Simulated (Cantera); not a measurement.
Input (Python, Cantera) and output of one run.

```python
import numpy as np
import cantera as ct

gas_names = """
    CL CLO CL2 H HCL HOCL HO2 H2 H2O H2O2 O OH O2 O3 Si SiCL SiCL2 SiCL3 SiCL4 SiH SiHCL3 SiH2 SiH2CL2
    SiH3 SiH3CL SiH4 SiO SiO2 Si2 Si3
""".split()
cond_names = """
    H2O(s) H2O(L) Si(cr) Si(L) SiO2(Lqz) SiO2(hqz) SiO2(L)
""".split()


# ... load() reads the species with a 1 bar reference pressure and builds the phases ...
atoms = {
    'SiCl4': {'Si': 1, 'CL': 4},
    'H2O': {'H': 2, 'O': 1},
    'H2': {'H': 2},
    'O3': {'O': 3},
}
top_T = {}  # K; cautious upper limits of use, not melting points


# ... equilibrate(T, P, feed) seeds the gas with the atoms and calls Mixture.equilibrate('TP', solver="vcs", rtol=1e-11, max_steps=5000) ...
results = []
feed = {'SiCl4': 1, 'H2O': 26, 'H2': 9.9, 'O3': 2.2}  # mol
T = 1098.15  # K
P = 13000  # Pa
mix = equilibrate(T, P, feed)
results.append((T, P, feed, dict(zip(mix.species_names, mix.species_moles))))
x = sorted(zip(gas.X, gas.species_names), reverse=True)
print(f"T = {T:g} K  P = {P:g} Pa  gas = {mix.phase_moles(0):.4g} mol")
print("   x: " + "  ".join(f"{s} {v:.3e}" for v, s in x if v > 1e-06))
print("   condensed (mol): " + ("  ".join(f"{mix.phase(i).name} {mix.phase_moles(i):.4g}"
      for i in range(1, mix.n_phases) if mix.phase_moles(i) > 1e-12) or "none"))
```

Result:

```
T = 1098.15 K  P = 13000 Pa  gas = 37.9 mol
   x: H2O 8.074e-01  HCL 1.055e-01  H2 8.707e-02
   condensed (mol): SiO2(hqz) 1
```

Equilibrium computed with Cantera from the NASA thermochemical tables; the gas is ideal and each condensed phase is pure.
